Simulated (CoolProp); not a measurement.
Vapour-liquid equilibrium of CH2F2 (R32) (1) + fluoroethane (R161) (2) at 172.8 K; x and y are mole fractions of (1).

Values from CoolProp's multi-fluid Helmholtz-energy mixture model, Tillner-Roth 1997 and Wu 2012; pair parameters Bell 2016.

### Question
Give the bubble pressure and the first vapour's composition at x = 0.05, 0.35, 0.55. Is there an azeotrope?

### Answer
x = 0.05: 0.01802 bar, y = 0.153; x = 0.35: 0.02625 bar, y = 0.578; x = 0.55: 0.03004 bar, y = 0.725. No azeotrope shows between x = 0.05 and 0.95.

The pair parameters rest on a limited set of measurements; away from them the model extrapolates.
